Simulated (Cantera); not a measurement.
Cantera run:

```python
import numpy as np
import cantera as ct

gas_names = [...]  # 87 gases of nasa_gas.yaml made of C, H, Si
cond_names = """
    C(gr) C6H6(L) C7H8(L) C8H18(L),n-octa Si(cr) Si(L) SiC(b)
""".split()


# ... load() reads the species with a 1 bar reference pressure and builds the phases ...
atoms = {
    'CH3SiH3': {'C': 1, 'H': 6, 'Si': 1},
    'H2': {'H': 2},
}
top_T = {'C(gr)': 4500, 'SiC(b)': 3050}  # K; cautious upper limits of use, not melting points


# ... equilibrate(T, P, feed) seeds the gas with the atoms and calls Mixture.equilibrate('TP', solver="vcs", rtol=1e-11, max_steps=5000) ...
results = []
T = 2375  # K
P = 210  # Pa
for m in [33, 40, 48, 57, 68, 81, 97, 120, 140, 170]:
    feed = {'CH3SiH3': 1, 'H2': m}  # mol
    mix = equilibrate(T, P, feed)
    results.append((T, P, feed, dict(zip(mix.species_names, mix.species_moles))))
    x = sorted(zip(gas.X, gas.species_names), reverse=True)
    print(f"T = {T:g} K  P = {P:g} Pa  n(H2) = {m:g} mol  gas = {mix.phase_moles(0):.4g} mol")
    print("   x: " + "  ".join(f"{s} {v:.3e}" for v, s in x if v > 0.001))
    print("   condensed (mol): " + ("  ".join(f"{mix.phase(i).name} {mix.phase_moles(i):.4g}"
          for i in range(1, mix.n_phases) if mix.phase_moles(i) > 1e-12) or "none"))
```

Result:

```
T = 2375 K  P = 210 Pa  n(H2) = 33 mol  gas = 42.51 mol
   x: H2 7.124e-01  H 2.598e-01  Si 1.931e-02  C2H2,acetylene 4.424e-03  SiC2 3.424e-03
   condensed (mol): C(gr) 0.3074
T = 2375 K  P = 210 Pa  n(H2) = 40 mol  gas = 50.57 mol
   x: H2 7.155e-01  H 2.603e-01  Si 1.629e-02  C2H2,acetylene 4.443e-03  SiC2 2.888e-03
   condensed (mol): C(gr) 0.232
T = 2375 K  P = 210 Pa  n(H2) = 48 mol  gas = 59.79 mol
   x: H2 7.180e-01  H 2.608e-01  Si 1.382e-02  C2H2,acetylene 4.459e-03  SiC2 2.450e-03
   condensed (mol): C(gr) 0.1456
T = 2375 K  P = 210 Pa  n(H2) = 57 mol  gas = 70.15 mol
   x: H2 7.201e-01  H 2.611e-01  Si 1.181e-02  C2H2,acetylene 4.471e-03  SiC2 2.093e-03
   condensed (mol): C(gr) 0.04823
T = 2375 K  P = 210 Pa  n(H2) = 68 mol  gas = 82.83 mol
   x: H2 7.222e-01  H 2.615e-01  Si 1.013e-02  C2H2,acetylene 4.175e-03  SiC2 1.671e-03
   condensed (mol): none
T = 2375 K  P = 210 Pa  n(H2) = 81 mol  gas = 97.8 mol
   x: H2 7.241e-01  H 2.619e-01  Si 8.740e-03  C2H2,acetylene 3.685e-03  SiC2 1.270e-03
   condensed (mol): none
T = 2375 K  P = 210 Pa  n(H2) = 97 mol  gas = 116.2 mol
   x: H2 7.259e-01  H 2.622e-01  Si 7.487e-03  C2H2,acetylene 3.223e-03
   condensed (mol): none
T = 2375 K  P = 210 Pa  n(H2) = 120 mol  gas = 142.7 mol
   x: H2 7.277e-01  H 2.625e-01  Si 6.214e-03  C2H2,acetylene 2.733e-03
   condensed (mol): none
T = 2375 K  P = 210 Pa  n(H2) = 140 mol  gas = 165.8 mol
   x: H2 7.288e-01  H 2.627e-01  Si 5.417e-03  C2H2,acetylene 2.415e-03
   condensed (mol): none
T = 2375 K  P = 210 Pa  n(H2) = 170 mol  gas = 200.3 mol
   x: H2 7.300e-01  H 2.629e-01  Si 4.545e-03  C2H2,acetylene 2.058e-03
   condensed (mol): none
```

Cantera equilibrium calculation (NASA polynomials, part measured and part estimated; ideal gas, pure solids and liquids). The feed counts by its element totals alone. Gases not in the tables: Si2H6 and higher silanes.
